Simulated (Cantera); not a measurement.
## Titanium nitride, carbide and oxide coatings: Ti + C₃H₈ + H₂

Feed: 1 mol Ti, a varied amount of C₃H₈, 90 mol H₂, held at 1748 K and 0.460 bar.

Cantera equilibrium calculation (NASA polynomials, part measured and part estimated; ideal gas, pure solids and liquids). Candidate condensed phases: C, C₆H₆, C₇H₈, C₈H₁₈, Ti, TiC; 77 gas species. Mutual solubility and eutectic melting of coexisting phases are not modelled. TiC: taken at fixed stoichiometry. Condensed phases not in the tables: N, O or C dissolved in the metal. Rates play no part.

```tsv
n(C₃H₈) (mol)	log p H₂	log p CH₄	log p H	log p C₂H₂ (acetylene)	log p CH₃	n Ti(β)	n TiC(s)	n C(graphite)
0.055	-0.34	-8.55	-3.81	<-12	-10.72	0.835	0.165	0
0.22	-0.34	-8.55	-3.81	<-12	-10.72	0.340	0.660	0
0.39	-0.34	-3.71	-3.81	-4.28	-5.88	0	1.00	0.110
0.55	-0.34	-3.71	-3.81	-4.28	-5.88	0	1.00	0.590
0.72	-0.34	-3.71	-3.81	-4.28	-5.88	0	1.00	1.10
0.88	-0.34	-3.71	-3.81	-4.28	-5.88	0	1.00	1.58
1	-0.34	-3.71	-3.81	-4.28	-5.88	0	1.00	1.94
1.2	-0.34	-3.71	-3.81	-4.28	-5.88	0	1.00	2.54
```
log p: log10 of the partial pressure in bar; n: condensed amount in mol.

From 0.055 mol C₃H₈ to 0.22 mol C₃H₈ the condensed part is Ti(β) + TiC(s). From 0.39 mol C₃H₈ to 1.2 mol C₃H₈ the condensed part is C(graphite) + TiC(s).
